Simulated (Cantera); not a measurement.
A Cantera script and what it prints.

```python
import numpy as np
import cantera as ct

gas_names = """
    F F2 N NF NF2 NF3 N2 Si SiF SiF2 SiF3 SiF4 SiN Si2 Si2N Si3
""".split()
cond_names = """
    Si(cr) Si(L) Si3N4(a)
""".split()


# ... load() reads the species with a 1 bar reference pressure and builds the phases ...
atoms = {
    'Si3N4': {'Si': 3, 'N': 4},
    'F2': {'F': 2},
    'N2': {'N': 2},
}
top_T = {'Si3N4(a)': 2400}  # K; cautious upper limits of use, not melting points


# ... equilibrate(T, P, feed) seeds the gas with the atoms and calls Mixture.equilibrate('TP', solver="vcs", rtol=1e-11, max_steps=5000) ...
results = []
T = 1250  # K
P = 13332.2  # Pa
for m in [1.5, 2, 2.8, 3.9, 5.4, 7.5, 10, 14, 20]:
    feed = {'Si3N4': 1, 'F2': m, 'N2': 18}  # mol
    mix = equilibrate(T, P, feed)
    results.append((T, P, feed, dict(zip(mix.species_names, mix.species_moles))))

top = {s: max(r[3][s] / sum(r[3][g] for g in gas_names) for r in results) for s in gas_names}
cols = sorted((s for s in top if top[s] > 0.001), key=lambda s: -top[s])[:8]
seen = [c for c in cond_names if any(r[3].get(c, 0) > 1e-12 for r in results)]
print("log10 of partial pressures in bar; condensed amounts in mol")
print(f"{'n(F2)':>10s}" + "".join(f"{s[:9]:>10s}" for s in cols + seen))
for T, P, feed, n in results:
    ng = sum(n[g] for g in gas_names)
    print(f"{feed['F2']:10.4g}" + "".join(f"{np.log10(max(n[s] / ng * P / 1e5, 1e-99)):10.3f}" for s in cols)
          + "".join(f"{n.get(c, 0):10.4g}" for c in seen))
```

Result:

```
log10 of partial pressures in bar; condensed amounts in mol
     n(F2)        N2         F      SiF4        F2  Si3N4(a)
       1.5    -0.892   -14.710    -2.286   -29.131    0.7497
         2    -0.898   -14.682    -2.170   -29.075    0.6663
       2.8    -0.906   -14.650    -2.039   -29.012    0.5329
       3.9    -0.917   -14.621    -1.914   -28.953    0.3494
       5.4    -0.931   -14.594    -1.797   -28.900   0.09921
       7.5    -0.988    -1.836    -1.812    -3.383         0
        10    -1.059    -1.507    -1.883    -2.725         0
        14    -1.151    -1.322    -1.975    -2.355         0
        20    -1.258    -1.206    -2.082    -2.123         0
```

These are equilibrium values from Cantera (NASA tables, ideal gas, pure condensed phases), not measurements of a reactor. The tables' values for SiF3 are old estimates; treat these amounts as uncertain.
